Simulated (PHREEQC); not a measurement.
A solution holds 0.12 mol KH2PO4, 0.042 mol Na2HPO4 and 0.22 mol NaCl per kg of water, at 20 °C. Closed to the air; pH follows from the charge balance.

Equilibrium calculation in PHREEQC: ion-association model, wateq4f.dat.

```tsv
quantity	before	after
pH	6.20	5.92
ionic strength (mol/kgw)	0.453	0.397
H2PO4- (mol/kgw)	0.120	0.120
NaHPO4- (mol/kgw)	0.00476	0.00217
KHPO4- (mol/kgw)	0.00172	0.000920
SI of Halite (NaCl)	-3.08	-3.14
```

Q: Name the change that produced these shifts.
A) KH2PO4 replaced by K2SO4 at the same molality
B) 0.02 mol/kgw Ca(OH)2 added
C) KH2PO4 from 0.12 to 0.024 mol/kgw
D) temperature from 20 to 5 °C
E) Na2HPO4 from 0.042 to 0.021 mol/kgw

A: E, Na2HPO4 from 0.042 to 0.021 mol/kgw

This is a speciation only: nothing precipitates in the calculation. H3PO4, which wateq4f.dat lacks, is added to it with the constant of phreeqc.dat.
